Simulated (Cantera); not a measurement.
**Ignition delay**

Mixture: 7.53 % CH₃OH, 21.7 % O₂, 56.5 % N₂, 14.3 % CO₂, at 13.8 atm, adiabatic and at constant volume. Ignition delay is the time to a rise of 400 K.

Model: GRI-Mech 3.0 (53 species, 325 reactions), integrated in Cantera. GRI-Mech 3.0 was tuned for natural gas; its chemistry of methanol as a main component is partial and can be far from experiment. The pressure lies above the range GRI-Mech 3.0 was tuned for (to about 10 atm).

```tsv
T0 (K)	delay (ms)
1250	0.557
1300	0.266
1350	0.135
1400	0.0732
1450	0.0419
1500	0.0253
1550	0.0159
1600	0.0104
1650	0.00706
1700	0.00492
```

```yaml
apparent activation energy between 1600 and 1700 K: 170 kJ/mol
```
